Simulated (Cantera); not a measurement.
Cantera run, input and output.

```python
import numpy as np
import cantera as ct

gas = ct.Solution("gri30.yaml")
gas.TPX = 1650, 21000, {'CH4': 1, 'O2': 2, 'N2': 7.52}
reactor = ct.IdealGasConstPressureReactor(gas, energy="on", clone=False)
net = ct.ReactorNet([reactor])
net.rtol, net.atol = 1e-08, 1e-16
show = ['CH4', 'O2', 'NO', 'HO2', 'CH3', 'CH2O', 'HCN']
times = np.geomspace(3e-06, 0.1, 10)

steps = ct.SolutionArray(gas, extra=["t"])
rows = []
print(f"{'t/s':>10s}{'T/K':>9s}{'P/Pa':>11s}" + "".join(f"{s:>11s}" for s in show))
for t in times:
    while net.time < t:
        t_next = net.step()
        steps.append(gas.state, t=t_next)
    rows.append([np.interp(t, steps.t, y) for y in (steps.T, steps.P, *steps(*show).X.T)])
    print(f"{t:10.3e}{rows[-1][0]:9.1f}{rows[-1][1]:11.4g}" + "".join(f"{x:11.3e}" for x in rows[-1][2:]))
rate = np.gradient(steps.T, steps.t)
print("integrator steps:", len(steps.t))
if steps.T.max() > steps.T[0] + 200:
    print(f"time of steepest temperature rise: {steps.t[rate.argmax()]:.4e} s")
gas.TPX = 1650, 21000, {'CH4': 1, 'O2': 2, 'N2': 7.52}
gas.equilibrate("HP")
print(f"equilibrium (HP): T = {gas.T:.1f} K  " + "  ".join(f"{s} {gas[s].X[0]:.3e}" for s in show))
```

Output:

```
       t/s      T/K       P/Pa        CH4         O2         NO        HO2        CH3       CH2O        HCN
 3.000e-06   1650.0    2.1e+04  9.506e-02  1.901e-01  8.201e-16  2.336e-07  7.681e-07  2.221e-09  2.223e-18
 9.543e-06   1650.0    2.1e+04  9.505e-02  1.901e-01  7.697e-15  7.344e-07  3.050e-06  3.023e-08  2.954e-17
 3.035e-05   1650.0    2.1e+04  9.505e-02  1.901e-01  3.797e-14  2.251e-06  1.100e-05  3.751e-07  3.598e-16
 9.655e-05   1649.9    2.1e+04  9.501e-02  1.901e-01  1.906e-13  6.285e-06  4.135e-05  4.695e-06  4.384e-15
 3.071e-04   1649.8    2.1e+04  9.477e-02  1.900e-01  1.561e-12  1.286e-05  1.983e-04  7.161e-05  7.507e-14
 9.769e-04   1673.3    2.1e+04  8.610e-02  1.843e-01  1.293e-10  1.117e-04  2.332e-03  2.180e-03  1.194e-10
 3.107e-03   2614.9    2.1e+04  1.648e-16  2.826e-02  1.509e-03  3.031e-06  2.300e-15  8.077e-11  8.497e-11
 9.884e-03   2665.5    2.1e+04  2.881e-16  2.528e-02  6.678e-03  3.432e-06  3.544e-15  9.517e-11  3.492e-10
 3.144e-02   2663.4    2.1e+04  3.005e-16  2.430e-02  9.400e-03  3.322e-06  3.636e-15  9.640e-11  4.626e-10
 1.000e-01   2663.3    2.1e+04  3.007e-16  2.428e-02  9.452e-03  3.319e-06  3.638e-15  9.643e-11  4.648e-10
integrator steps: 1672
time of steepest temperature rise: 1.2355e-03 s
equilibrium (HP): T = 2663.3 K  CH4 4.071e-16  O2 2.428e-02  NO 9.452e-03  HO2 3.319e-06  CH3 4.925e-15  CH2O 9.643e-11  HCN 4.648e-10
```

Cantera simulation using GRI-Mech 3.0 (53 species, 325 reactions); the numbers are that mechanism's predictions, not measurements.
